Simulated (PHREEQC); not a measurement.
0.037 g of hydrous ferric oxide (600 m²/g; 0.2 weak and 0.005 strong sites per Fe, Dzombak-Morel constants, diffuse double layer) in 1 kg of water with 0.1 mol/kgw of an inert sodium salt, at 25 °C; the pH is set by adding NaOH or the inert anion's acid. Oxygen is held at 0.21 atm. CO2 from the air is kept out. Nothing may precipitate in this run.

All values are PHREEQC results (ion-association model, wateq4f.dat), not measurements.

| pH | surface charge σ (C/m²) | surface potential ψ (mV) |
|---|---|---|
| 4 | 0.321 | 147 |
| 4.67 | 0.253 | 135 |
| 5.33 | 0.177 | 116 |
| 6 | ? | 93 |
| 6.67 | 0.063 | ? |
| 7.33 | 0.029 | 37 |
| 8 | ? | 5 |
| 8.67 | -0.020 | ? |
| 9.33 | -0.051 | -57 |
| 10 | -0.094 | -85 |
| 10.67 | -0.154 | -109 |
| 11.33 | -0.229 | ? |
| 12 | -0.306 | -141 |

**Question.** Some entries are withheld; supply them.

**Answer.** 
- 6, surface charge σ (C/m²): 0.111
- 6.67, surface potential ψ (mV): 67
- 8, surface charge σ (C/m²): 0.004
- 8.67, surface potential ψ (mV): -27
- 11.33, surface potential ψ (mV): -129

Species that the database lacks are ignored.
